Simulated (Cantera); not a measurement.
## Thermodynamics of metals in furnace atmospheres, feed Pb + H2O + CO

Input: 1 mol Pb, 0.51 mol H2O, 70 mol CO, held at 65.0 mbar.

Cantera equilibrium calculation (NASA polynomials, part measured and part estimated; ideal gas, pure solids and liquids). Candidate condensed phases: C, C6H6, C7H8, C8H18, H2O, Pb, PbO, PbO2, Pb3O4; 113 gas species. Equilibrium is a limit: real reactors are often held back by kinetics, nucleation or transport.

```tsv
T (K)	x CO	x CO2	x Pb	x H2	x H2O	x H	n C(graphite)	n Pb(l)
873	0.665	0.326	9.78e-6	0.00805	0.00148	1.65e-11	17.0	0.999
1023	0.970	0.0219	0.000410	0.00721	0.000124	1.38e-9	1.02	0.971
1173	0.979	0.00712	0.00649	0.00712	6.59e-5	3.90e-8	0	0.539
1323	0.972	0.00704	0.0140	0.00704	9.45e-5	5.22e-7	0	0
1473	0.972	0.00701	0.0140	0.00700	0.000125	4.15e-6	0	0
1623	0.972	0.00698	0.0140	0.00697	0.000155	2.26e-5	0	0
1773	0.972	0.00695	0.0140	0.00690	0.000183	9.27e-5	0	0
```
x: gas mole fraction; n: condensed amount in mol.

From 873 K to 1023 K the condensed part is C(graphite) + Pb(l). At 1173 K the condensed part is Pb(l). From 1323 K to 1773 K nothing is condensed. The main Pb-bearing gas is Pb throughout.
